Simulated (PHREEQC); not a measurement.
Dissolve 3.2 mmol/kgw CsOH and 0.00033 mmol/kgw H4SiO4 at 25 °C. Closed to the air; pH follows from the charge balance.

Equilibrium calculation in PHREEQC: ion-association model, wateq4f.dat.

Each row changes one thing in this solution. Precipitation was switched off in this run.

```json
[
 {"case": "as made", "pH": "11.48", "ionic strength (mol/kgw)": "0.00320", "H3SiO4- (mol/kgw)": "3.16e-7", "H4SiO4 (mol/kgw)": "6.69e-9", "SI of Quartz (SiO2)": "-4.19"},
 {"case": "CsOH from 0.0032 to 0.00352 mol/kgw", "pH": "11.52", "ionic strength (mol/kgw)": "0.00352", "H3SiO4- (mol/kgw)": "3.15e-7", "H4SiO4 (mol/kgw)": "6.08e-9", "SI of Quartz (SiO2)": "-4.24"},
 {"case": "temperature from 25 to 85 °C", "pH": "9.99", "ionic strength (mol/kgw)": "0.00320", "H3SiO4- (mol/kgw)": "[?]", "H4SiO4 (mol/kgw)": "4.22e-8", "SI of Quartz (SiO2)": "-4.13"},
 {"case": "temperature from 25 to 70 °C", "pH": "10.29", "ionic strength (mol/kgw)": "0.00320", "H3SiO4- (mol/kgw)": "2.96e-7", "H4SiO4 (mol/kgw)": "2.94e-8", "SI of Quartz (SiO2)": "-4.13"},
 {"case": "0.0019 mol/kgw Na2CO3 added", "pH": "11.47", "ionic strength (mol/kgw)": "0.00864", "H3SiO4- (mol/kgw)": "3.15e-7", "H4SiO4 (mol/kgw)": "6.49e-9", "SI of Quartz (SiO2)": "-4.21"},
 {"case": "diluted 5-fold with water", "pH": "10.79", "ionic strength (mol/kgw)": "0.000640", "H3SiO4- (mol/kgw)": "5.94e-8", "H4SiO4 (mol/kgw)": "6.30e-9", "SI of Quartz (SiO2)": "[?]"},
 {"case": "0.0012 mol/kgw NaCl added", "pH": "11.47", "ionic strength (mol/kgw)": "0.00440", "H3SiO4- (mol/kgw)": "3.15e-7", "H4SiO4 (mol/kgw)": "6.69e-9", "SI of Quartz (SiO2)": "-4.19"},
 {"case": "CsOH left out", "pH": "7.00", "ionic strength (mol/kgw)": "1.00e-7", "H3SiO4- (mol/kgw)": "4.85e-10", "H4SiO4 (mol/kgw)": "3.29e-7", "SI of Quartz (SiO2)": "-2.50"},
 {"case": "CsOH from 0.0032 to 0.00032 mol/kgw", "pH": "10.49", "ionic strength (mol/kgw)": "0.000320", "H3SiO4- (mol/kgw)": "2.72e-7", "H4SiO4 (mol/kgw)": "5.77e-8", "SI of Quartz (SiO2)": "-3.26"}
]
```

**Question.** Complete the blanks.

**Answer.** 
- temperature from 25 to 85 °C, H3SiO4- (mol/kgw): 2.84e-7
- diluted 5-fold with water, SI of Quartz (SiO2): -4.22

At this temperature some constants are extrapolated from 25 °C, and those without enthalpy data are left unchanged.
